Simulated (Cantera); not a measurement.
Source: NASA polynomial tables (part measured, part estimated), evaluated in Cantera. Values are per mole of reaction as written; species without (g) are pure solids or liquids, kept so even where they would boil at 1 bar.

O(g) + 4 TiCl4 + Ti4O7 ⇌ 8 TiOCl2(g)

```tsv
T (K)	ΔH° (kJ)	ΔS° (J/K)	ΔG° (kJ)	log10 K
423	1977.9	1115.3	1506.1	-185.98
433	1975.5	1109.6	1495.0	-180.34
443	1973.0	1104.1	1483.9	-174.97
453	?	?	?	?
463	1968.2	1093.4	1462.0	-164.93
473	?	?	?	?
483	1963.3	1083.1	1440.2	-155.75
493	1960.9	1078.1	1429.4	-151.44
503	?	?	?	?
513	1956.0	1068.3	1407.9	-143.35
```

Question: Complete the blanks.

Answer: 
- 453, ΔH° (kJ): 1970.6
- 453, ΔS° (J/K): 1098.7
- 453, ΔG° (kJ): 1472.9
- 453, log10 K: -169.84
- 473, ΔH° (kJ): 1965.8
- 473, ΔS° (J/K): 1088.2
- 473, ΔG° (kJ): 1451.0
- 473, log10 K: -160.24
- 503, ΔH° (kJ): 1958.4
- 503, ΔS° (J/K): 1073.2
- 503, ΔG° (kJ): 1418.6
- 503, log10 K: -147.32
